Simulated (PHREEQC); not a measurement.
Consider water at 25 °C with 0.012 mol HF, 4.1e-05 mol NH4HF2 and 0.0032 mol HCl per kg of water. Closed to the air; pH follows from the charge balance.

All values are PHREEQC results (ion-association model, phreeqc.dat), not measurements.

Precipitation was switched off in this run.

Q: Order these F species by the share of F that they hold, largest first: HF, HF2-, F-.

A: HF (85 %), F- (14 %), HF2- (1.1 %)

The pH is 2.34 and the ionic strength 0.00490 mol/kgw.
